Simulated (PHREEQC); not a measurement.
NH3 is added in steps, without added water, to 1 kg of water holding 31 mmol/kgw CaCl2, 0.88 mmol/kgw Na2HPO4 and 37 mmol/kgw KCl, at 75 °C. Oxygen is held at 0.21 atm. CO2 from the air is kept out. Only these solids could form: Portlandite, Hydroxyapatite, Halite.

Base run: PHREEQC, ion-association model, wateq4f.dat. Each further column changes one thing. The table gives H2PO4- (mol/kgw).

```csv
NH3 added (mol),base,KCl from 0.037 to 0.0037 mol/kgw,Na2HPO4 from 0.00088 to 0.000176 mol/kgw,temperature from 75 to 5 °C,no solid may form
0,0.000305,[?],5.78e-5,0.000387,4.79e-5
0.0009375,5.93e-5,5.72e-5,3.69e-12,7.16e-5,3.82e-6
0.001875,8.18e-11,7.17e-11,7.71e-13,2.19e-13,1.57e-6
0.00375,4.29e-12,3.74e-12,[?],1.20e-14,5.96e-7
0.004687,2.16e-12,1.88e-12,1.48e-13,0,[?]
0.005625,1.29e-12,1.13e-12,1.10e-13,0,3.31e-7
0.006562,8.59e-13,7.47e-13,8.67e-14,0,2.65e-7
0.008438,4.59e-13,3.97e-13,5.91e-14,0,1.83e-7
0.009375,3.57e-13,3.09e-13,5.05e-14,0,1.57e-7
0.01031,2.86e-13,2.47e-13,[?],0,1.37e-7
0.01125,2.35e-13,2.03e-13,3.86e-14,0,1.21e-7
0.01312,1.67e-13,1.44e-13,3.09e-14,0,9.68e-8
0.01406,1.44e-13,1.24e-13,2.81e-14,0,8.77e-8
0.015,1.25e-13,[?],2.56e-14,0,8.00e-8
```

### Question
What belongs in the gaps?

### Answer

- 0, KCl from 0.037 to 0.0037 mol/kgw: 0.000295
- 0.00375, Na2HPO4 from 0.00088 to 0.000176 mol/kgw: 2.15e-13
- 0.004687, no solid may form: 4.32e-7
- 0.01031, Na2HPO4 from 0.00088 to 0.000176 mol/kgw: 4.39e-14
- 0.015, KCl from 0.037 to 0.0037 mol/kgw: 1.08e-13

H3PO4, which wateq4f.dat lacks, is added to it with the constant of phreeqc.dat. Away from 25 °C the constants follow the database's enthalpies or fits; those with neither stay at their 25 °C values. In at least one series the solution becomes supersaturated in solids that the run did not let form, among them Hydroxyapatite.
